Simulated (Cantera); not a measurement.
**Hydrocarbon pyrolysis for carbon deposition**

An isothermal, constant-pressure homogeneous reactor starts with 23.8 % C₂H₄, 76.2 % H₂, at 1325 K and 13300 Pa.

Cantera simulation using GRI-Mech 3.0 (53 species, 325 reactions); the numbers are that mechanism's predictions, not measurements. GRI-Mech 3.0 was tuned for natural gas; its chemistry of ethylene as a main component is partial and can be far from experiment. GRI-Mech 3.0 stops at C3 and has no aromatics, soot or wall deposition, so with more carbon than oxygen in the feed, carbon stays in small species such as C2H2 where larger ones or solid carbon would form.

| t (s) | x C₂H₄ | x H₂ | x C₂H₆ | x H | x C₂H | x CH₄ | x C₂H₂ |
|---|---|---|---|---|---|---|---|
| 1.00e-6 | 0.238 | 0.762 | <1e-12 | 2.34e-11 | <1e-12 | <1e-12 | 3.88e-8 |
| 5.37e-6 | 0.238 | 0.762 | 3.24e-12 | 1.17e-10 | <1e-12 | <1e-12 | 2.08e-7 |
| 2.89e-5 | 0.238 | 0.762 | 7.36e-11 | 6.35e-10 | <1e-12 | <1e-12 | 1.12e-6 |
| 0.000155 | 0.238 | 0.762 | 1.57e-9 | 3.51e-9 | <1e-12 | 1.65e-12 | 6.03e-6 |
| 0.000833 | 0.238 | 0.762 | 4.09e-8 | 1.91e-8 | <1e-12 | 2.65e-10 | 3.27e-5 |
| 0.00447 | 0.238 | 0.762 | 1.23e-6 | 1.20e-7 | <1e-12 | 4.30e-8 | 0.000188 |
| 0.0240 | 0.234 | 0.763 | 0.000145 | 5.50e-6 | 1.14e-11 | 3.33e-5 | 0.00287 |
| 0.129 | 0.147 | 0.776 | 0.000514 | 1.65e-5 | 8.44e-10 | 0.00451 | 0.0721 |
| 0.693 | 0.0402 | 0.790 | 0.000139 | 1.45e-5 | 1.57e-9 | 0.0140 | 0.155 |
| 3.72 | 0.0322 | 0.778 | 0.000109 | 1.18e-5 | 1.30e-9 | 0.0337 | 0.156 |
| 20.0 | 0.0284 | 0.742 | 9.57e-5 | 7.26e-6 | 7.67e-10 | 0.0865 | 0.143 |
x: mole fraction; the columns are a selection and need not sum to one.

Equilibrium at this temperature and pressure: C₂H₄ 0.0218, H₂ 0.676, C₂H₆ 7.71e-5, H 3.71e-6, C₂H 3.56e-10, CH₄ 0.183, C₂H₂ 0.118 (gas phase only).
